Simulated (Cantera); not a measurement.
Feed: 1 mol Si, 8.4 mol HBr, 57 mol H₂, held at 675 K and 0.150 bar.

Cantera equilibrium calculation (NASA polynomials, part measured and part estimated; ideal gas, pure solids and liquids). Candidate condensed phases: Br₂, Si; 19 gas species. The numbers say what is thermodynamically allowed, not how fast it happens.

Base state: H₂ 0.916, HBr 0.0683, SiBr₄ 0.0155, SiHBr₃ 1.43e-5 (mole fractions); condensed: gas only.

### Question
What changes in the equilibrium state with this change: temperature from 675 K to 1248.15 K?

### Answer
| species | before | after |
|---|---|---|
| H₂ | 0.916 | 0.898 |
| HBr | 0.0683 | 0.0867 |
| SiBr₂ | <1e-9 | 0.00843 |
| SiBr₄ | 0.0155 | 0.00488 |
| SiBr₃ | 2.73e-9 | 0.000880 |
| Br | <1e-9 | 3.49e-5 |
| SiH₂Br₂ | 6.12e-9 | 0.000114 |
| SiHBr₃ | 1.43e-5 | 0.00108 |
The tables' values for SiBr₃ are old estimates; treat these amounts as uncertain.

### Question
What changes in the equilibrium state with this change: temperature from 675 K to 1300 K?

### Answer
```tsv
species	before	after
H₂	0.916	0.893
HBr	0.0683	0.0916
SiBr₂	<1e-9	0.0112
SiBr₄	0.0155	0.00253
SiBr₃	2.73e-9	0.000826
Br	<1e-9	6.65e-5
SiH₂Br₂	6.12e-9	8.89e-5
```
The tables' values for SiBr₃ are old estimates; treat these amounts as uncertain.
